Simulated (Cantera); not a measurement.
## Si₂H₆ + HCl + H₂ + Cl₂ (silicon epitaxy and polysilicon growth)

Feed: 1 mol Si₂H₆, 0.042 mol HCl, 110 mol H₂, 0.039 mol Cl₂, at 973 K and 0.180 bar.

These are equilibrium values from Cantera (NASA tables, ideal gas, pure condensed phases), not measurements of a reactor. Candidate condensed phases: Si; 19 gas species. The feed counts by its element totals alone. Equilibrium is a limit: real reactors are often held back by kinetics, nucleation or transport.

| Quantity | Result |
|---|---|
| x(H₂) | 0.999 |
| x(HCl) | 0.000997 |
| x(SiHCl₃) | 1.20e-5 |
| x(SiH₂Cl₂) | 7.07e-6 |
| x(SiCl₄) | 2.14e-6 |
| x(SiCl₂) | 1.60e-6 |
| x(SiH₃Cl) | 1.05e-6 |
| n(Si(s)) | 2.00 mol |
| gas amount | 113.1 mol |
